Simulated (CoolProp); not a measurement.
Saturated liquid density (kg/m³) of propylene: the reference equation beside estimates from Tc = 91.1 °C, pc = 4555 kPa, ω = 0.146. Rackett uses Z = 0.29056 − 0.08775 ω.

The numbers come from the reference Helmholtz-energy equation of state, Lemmon 2013 in CoolProp.

| T (°C) | reference | Rackett | van der Waals | Peng-Robinson |
|---|---|---|---|---|
| 8.45 | 533.3 | 527.1 | 336.4 | 556.8 |
| 10.75 | 529.7 | 523.5 | 334.1 | 552.1 |
| 13.15 | 525.9 | 519.8 | 331.6 | 547.2 |
| 15.45 | 522.3 | 516.1 | 329.2 | 542.3 |
| 17.85 | 518.3 | 512.3 | 326.6 | 537.2 |
| 20.15 | 514.5 | 508.5 | 324.1 | 532.1 |
| 22.55 | 510.5 | 504.5 | 321.5 | 526.7 |
| 24.85 | 506.5 | 500.7 | 318.9 | 521.4 |
| 27.25 | 502.3 | 496.5 | 316.1 | 515.8 |
| 29.55 | 498.3 | 492.5 | 313.4 | 510.2 |
| 31.95 | 493.9 | 488.2 | 310.5 | 504.3 |
| 34.35 | 489.5 | 483.9 | 307.6 | 498.2 |
| 36.65 | 485.1 | 479.6 | 304.7 | 492.3 |
| 39.05 | 480.5 | 475.1 | 301.7 | 485.8 |
| 41.35 | 475.9 | 470.6 | 298.7 | 479.5 |

Absolute difference from the reference over all 15 rows, mean and median: Rackett 1.2 and 1.2 %, van der Waals 37.1 and 37.0 %, Peng-Robinson 2.8 and 2.9 %.
